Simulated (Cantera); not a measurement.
# CH4 + O2 + H2 (carbon deposition, reforming and gasification)

Charge: 1 mol CH4, 0.0085 mol O2, a varied amount of H2, held at 2650 °C and 31500 Torr.

Method: chemical equilibrium by Gibbs-energy minimisation in Cantera with the NASA 1993 tables (ideal gas, pure condensed phases). Candidate condensed phases: C, C6H6, C7H8, C8H18, H2O; 110 gas species. The ideal-gas law is rough above about 30 bar. Equilibrium is a limit: real reactors are often held back by kinetics, nucleation or transport.

```
n(H2) (mol)   x H2  x C2H2 (acetylene)     x H      x CO  n C(graphite)
-----------  -----  ------------------  ------  --------  -------------
0.52         0.923              0.0457  0.0184   0.00666          0.725
0.79         0.924              0.0457  0.0184   0.00602          0.697
1.2          0.925              0.0457  0.0184   0.00525          0.655
1.8          0.925              0.0458  0.0184   0.00443          0.593
2.8          0.926              0.0458  0.0184   0.00351          0.491
4.3          0.927              0.0459  0.0184   0.00268          0.337
6.5          0.928              0.0459  0.0184   0.00198          0.112
9.9          0.938              0.0371  0.0185   0.00142              0
15           0.950              0.0260  0.0186  0.000992              0
23           0.960              0.0176  0.0187  0.000674              0
35           0.967              0.0117  0.0188  0.000455              0
54           0.971             0.00763  0.0188  0.000301              0
82           0.974             0.00497  0.0189  0.000200              0
```
x: gas mole fraction; n: condensed amount in mol.

From 0.52 mol H2 to 6.5 mol H2 the condensed part is C(graphite). From 9.9 mol H2 to 82 mol H2 nothing is condensed. The main C-bearing gas is C2H2 (acetylene) throughout.
